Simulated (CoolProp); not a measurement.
Properties of R1336mzz(Z) at several states (Tc = 444.5 K, pc = 2904 kPa, ω = 0.386).

The numbers come from the reference Helmholtz-energy equation of state, McLinden 2020 in CoolProp.

| T (K) | p (kPa) | phase | density (kg/m³) | Joule-Thomson coefficient (K/MPa) | isothermal compressibility (1/MPa) | expansivity (1/kK) |
|---|---|---|---|---|---|---|
| 463.9 | 107 | gas | 4.603 | 8.575 | 9.453 | 2.248 |
| 358.3 | 17300 | liquid | 1281 | -0.2212 | 0.003073 | 1.781 |
| 239.4 | 530 | liquid | 1509 | -0.3815 | 0.001254 | 1.537 |
| 344.5 | 17.4 | gas | 1.002 | 22.23 | 57.79 | 2.963 |
| 246.8 | 15.2 | liquid | 1491 | -0.3677 | 0.001367 | 1.578 |
| 236.5 | 491 | liquid | 1516 | -0.3864 | 0.001217 | 1.526 |
